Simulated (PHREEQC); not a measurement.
Dissolve 0.0035 mol HF, 0.011 mol NH4F and 0.00012 mol (NH4)2SiF6 per kg of water at 60 °C. Closed to the air; pH follows from the charge balance.

Equilibrium calculation in PHREEQC: ion-association model, phreeqc.dat.

```json
[
 {"quantity": "pH", "before": "3.94", "after": "3.93"},
 {"quantity": "ionic strength (mol/kgw)", "before": "0.0115", "after": "0.0129"},
 {"quantity": "F- (mol/kgw)", "before": "0.0110", "after": "0.0110"},
 {"quantity": "HF (mol/kgw)", "before": "0.00324", "after": "0.00332"},
 {"quantity": "HF2- (mol/kgw)", "before": "0.000157", "after": "0.000161"},
 {"quantity": "H4SiO4 (mol/kgw)", "before": "5.94e-6", "after": "2.67e-5"},
 {"quantity": "SI of Quartz (SiO2)", "before": "-1.71", "after": "-1.05"}
]
```

Question: What was changed between the two runs?
(A) NH4F replaced by (NH4)2CO3 at the same molality
(B) diluted 10-fold with water
(C) (NH4)2SiF6 from 0.00012 to 0.0006 mol/kgw
(D) 0.011 mol/kgw KF added

Answer: C, (NH4)2SiF6 from 0.00012 to 0.0006 mol/kgw

This is a speciation only: nothing precipitates in the calculation. Away from 25 °C the constants follow the database's enthalpies or fits; those with neither stay at their 25 °C values. SiF6-2 is the database's only silicon fluoride.
